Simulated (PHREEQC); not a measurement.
# Acid mine or pickling water: speciation

Model water analysis in mg/kgw, 20 °C, pH 4.05, pe 8.5: Na 99.9; K 26; Ca 26.9; Mg 4.96; Cl 16.2; S(6) as SO4 332; Br 0.136; Cu(2) 0.279; Zn 0.0692.

Valence states are taken as typed.

Model: ion-association model, phreeqc.dat, run in PHREEQC.

Precipitation was switched off in this run.

Task: Estimate the ionic strength, specific conductance, charge-balance error.

Result: ionic strength 0.0106 mol/kgw; specific conductance 735 µS/cm; charge-balance error -3.6 %.

Task: In which forms is Cu present?

Result: Cu+2 78 %, CuSO4 22 % of the Cu.

Complexes and solids missing from the database can't appear.
